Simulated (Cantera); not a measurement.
Charge: 1 mol SiHCl3, 1.9 mol NH3, held at 1623.15 K and 450 Pa.

Method: chemical equilibrium by Gibbs-energy minimisation in Cantera with the NASA 1993 tables (ideal gas, pure condensed phases). Candidate condensed phases: NH4Cl, Si, Si3N4; 28 gas species. The tables' values for SiCl3, SiCl are old estimates; treat these amounts as uncertain. Kinetics and transport are ignored.

**Question.** What is the equilibrium state?

**Answer.** 
| Quantity | Value |
|---|---|
| x(H2) | 0.490 |
| x(HCl) | 0.179 |
| x(SiCl2) | 0.165 |
| x(N2) | 0.161 |
| x(SiCl3) | 0.00339 |
| x(H) | 0.000723 |
| x(Cl) | 0.000208 |
| x(SiCl4) | 0.000163 |
| x(SiCl) | 0.000119 |
| n(Si3N4(s)) | 0.00929 mol |
| gas amount | 5.773 mol |
| log10 activity of Si(s) (absent) | -0.14 |
